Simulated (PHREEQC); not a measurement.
Dissolve 0.0064 mol KOH, 0.27 mol Fe(NO3)3 and 8.9e-05 mol CuSO4 per kg of water at 25 °C. Closed to the air; pH follows from the charge balance.

All values are PHREEQC results (ion-association model, wateq4f.dat), not measurements.

```tsv
quantity	before	after
pH	1.68	11.76
ionic strength (mol/kgw)	1.56	0.00648
SO4-2 (mol/kgw)	2.56e-6	8.62e-5
SI of Chalcanthite (CuSO4:5H2O)	-8.68	-15.47
SI of Tenorite (CuO)	-9.05	+1.99
```

Name the change that produced these shifts.
A. Fe(NO3)3 left out
B. temperature from 25 to 75 °C
C. Fe(NO3)3 from 0.27 to 0.405 mol/kgw
D. temperature from 25 to 30 °C
E. KOH left out

A, Fe(NO3)3 left out

Precipitation was switched off in this run. The ionic strength passes 0.7 mol/kgw, the rough limit of the ion-association models, in before. Some of these states are supersaturated (in Hematite (slow to form), Goethite (slow to form), Cu(OH)2, for instance). The database's constant for dissolved Cu(OH)2 is higher than later reviews accept.
